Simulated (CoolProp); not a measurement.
Saturation properties of n-perfluorohexane (Tc = 174.9 °C, pc = 1742 kPa, ω = 0.497).

Values from CoolProp's reference Helmholtz-energy equation of state, Gao 2022.

```tsv
T (°C)	p (kPa)	liquid density (kg/m³)	vapour density (kg/m³)	liquid cp (kJ/(kg K))
13.95	17.70	1708	2.550	1.030
20.25	23.79	1690	3.367	1.039
26.55	31.46	1671	4.383	1.049
32.85	41.01	1653	(withheld)	1.059
39.15	52.75	1634	7.143	1.069
45.45	67.01	1615	8.964	1.079
51.75	84.15	1595	11.14	1.089
57.95	104.2	1576	13.67	1.099
64.25	(withheld)	1555	16.69	1.110
70.55	156.2	1534	20.22	(withheld)
76.85	188.8	1513	24.34	1.132
```

Task: Complete the blanks.

Result: 
- 32.85, vapour density (kg/m³): 5.629
- 64.25, p (kPa): 128.2
- 70.55, liquid cp (kJ/(kg K)): 1.121

It boils at 57.1 °C under 1 atm.
